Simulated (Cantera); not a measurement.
Charge: 1 mol CH3F, 1.4 mol HCl, held at 1398 K and 3.90 Pa.

Cantera equilibrium calculation (NASA polynomials, part measured and part estimated; ideal gas, pure solids and liquids). Candidate condensed phases: C, C6H6, C7H8, C8H18; 118 gas species. The numbers say what is thermodynamically allowed, not how fast it happens.

Base state: HCl 0.411, H2 0.294, HF 0.294, Cl 0.000473, H 0.000411 (mole fractions); condensed: C(graphite).

### Question
What changes in the equilibrium state with this change: temperature from 1398 K to 1900 K?

### Answer
```json
[
 {"species": "HCl", "before": "0.411", "after": "0.326"},
 {"species": "HF", "before": "0.294", "after": "0.276"},
 {"species": "H2", "before": "0.294", "after": "0.272"},
 {"species": "H", "before": "0.000411", "after": "0.0663"},
 {"species": "Cl", "before": "0.000473", "after": "0.0599"},
 {"species": "F", "before": "5.13e-9", "after": "1.80e-5"},
 {"species": "C2H2 (acetylene)", "before": "7.21e-7", "after": "0.000104"},
 {"species": "C(graphite), mol", "before": "1.000", "after": "0.999"}
]
```

### Question
What changes in the equilibrium state with this change: temperature from 1398 K to 2100 K?

### Answer
| species | before | after |
|---|---|---|
| HF | 0.294 | 0.239 |
| H | 0.000411 | 0.224 |
| H2 | 0.294 | 0.202 |
| HCl | 0.411 | 0.184 |
| Cl | 0.000473 | 0.150 |
| F | 5.13e-9 | 0.000161 |
| C2H2 (acetylene) | 7.21e-7 | 0.000292 |
| C(graphite), mol | 1.000 | 0.997 |
